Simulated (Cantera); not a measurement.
A perfectly stirred reactor is fed with 2.04 % CH₄, 5.11 % O₂, 92.9 % N₂, equivalence ratio 0.80, at 1.80 bar; it is held at 1273 K, and followed from long to short residence time.

Cantera simulation using GRI-Mech 3.0 (53 species, 325 reactions); the numbers are that mechanism's predictions, not measurements. The temperature is held fixed by assumption; the heat of reaction is taken as removed at once.

Q: Predict: x(CH₄) at τ = 0.310 s; x(O₂) at τ = 0.310 s; x(H) at τ = 0.310 s; x(N₂O) at τ = 0.310 s; x(C₂H₂) at τ = 0.310 s; x(CH₄) at τ = 13.0 ms; x(O₂) at τ = 13.0 ms; x(H) at τ = 13.0 ms; x(N₂O) at τ = 13.0 ms; x(C₂H₂) at τ = 13.0 ms.

A: 
| Property | Value |
|---|---|
| x(CH₄) at τ = 0.310 s | 3.36e-5 |
| x(O₂) at τ = 0.310 s | 0.0104 |
| x(H) at τ = 0.310 s | 3.04e-6 |
| x(N₂O) at τ = 0.310 s | 6.91e-7 |
| x(C₂H₂) at τ = 0.310 s | 4.05e-8 |
| x(CH₄) at τ = 13.0 ms | 0.0200 |
| x(O₂) at τ = 13.0 ms | 0.0508 |
| x(H) at τ = 13.0 ms | 2.11e-8 |
| x(N₂O) at τ = 13.0 ms | 1.20e-9 |
| x(C₂H₂) at τ = 13.0 ms | 8.29e-8 |
